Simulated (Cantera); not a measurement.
Cantera run, input and output.

```python
import numpy as np
import cantera as ct

surf = ct.Interface("ptcombust.yaml", "Pt_surf")
gas = surf.adjacent["gas"]
gas.TPX = 300, 3800, {'H2': 0.011, 'O2': 0.16, 'N2': 0.79}
jet = ct.ImpingingJet(gas=gas, width=0.079, surface=surf)
jet.inlet.mdot, jet.inlet.T, jet.inlet.X = 0.033, 300, {'H2': 0.011, 'O2': 0.16, 'N2': 0.79}
jet.set_refine_criteria(ratio=10, slope=0.2, curve=0.3)
show, cover = ['H2', 'O2', 'H2O', 'OH'], ["PT(S)", "H(S)", "O(S)", "OH(S)", "CO(S)", "C(S)"]

rows = []
print(f"{'Ts/K':>7s}" + "".join(f"{s:>11s}" for s in show + cover) + "   (gas at the wall, coverages)")
for i, Ts in enumerate([500, 550, 600, 650, 700, 750, 800]):
    jet.surface.T = Ts
    if i == 0:
        surf.TP = Ts, 3800
        surf.coverages = "PT(S):0.5, O(S):0.5"
        surf.advance_coverages(1.0)
        jet.set_initial_guess(products="inlet")
    jet.solve(loglevel=0, auto=(i == 0))
    rows.append([*(jet.X[gas.species_index(s), -1] for s in show), *surf[cover].coverages])
    print(f"{Ts:7g}" + "".join(f"{x:11.3e}" for x in rows[-1]))
```

Result:

```
   Ts/K         H2         O2        H2O         OH      PT(S)       H(S)       O(S)      OH(S)      CO(S)       C(S)   (gas at the wall, coverages)
    500  2.644e-03  1.570e-01  1.742e-02  2.060e-15  2.468e-02  2.160e-10  9.701e-01  5.224e-03 -7.335e-23 -3.414e-34
    550  2.635e-03  1.570e-01  1.728e-02  7.788e-14  2.613e-02  2.091e-10  9.709e-01  2.985e-03 -2.348e-25 -2.347e-29
    600  2.618e-03  1.571e-01  1.718e-02  1.591e-12  2.763e-02  2.542e-10  9.705e-01  1.865e-03  5.568e-18  1.736e-33
    650  2.514e-03  1.570e-01  1.727e-02  2.003e-11  3.045e-02  3.876e-10  9.683e-01  1.278e-03 -8.693e-23 -5.461e-29
    700  2.076e-03  1.565e-01  1.801e-02  1.660e-10  4.027e-02  8.451e-10  9.587e-01  1.027e-03  5.950e-21  3.504e-31
    750  1.420e-03  1.559e-01  1.917e-02  9.390e-10  6.544e-02  2.661e-09  9.336e-01  9.599e-04  5.448e-20  8.123e-31
    800  9.436e-04  1.554e-01  1.999e-02  4.009e-09  1.074e-01  8.546e-09  8.917e-01  9.201e-04  3.253e-20  4.119e-28
```

Detailed kinetics in Cantera: Deutschmann's 1995 Pt surface mechanism with GRI-Mech 3.0 gas chemistry. Catalytic surfaces can have several steady states; this one follows from the mechanism file's or the stated starting coverage.
